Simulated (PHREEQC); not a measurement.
Dissolve 0.02 mol/kgw ZnSO4, 0.0029 mol/kgw NaOH and 0.1 mol/kgw HCl at 19 °C. Closed to the air; pH follows from the charge balance.

All values are PHREEQC results (ion-association model, wateq4f.dat), not measurements.

No solid was allowed to form.

**Question.** What pH, ionic strength does the model give?

**Answer.** pH 1.16; ionic strength 0.143 mol/kgw.

**Question.** In which forms is Zn present?

**Answer.** Zn+2 82 %, ZnSO4 11 %, ZnCl+ 6.1 % of the Zn.
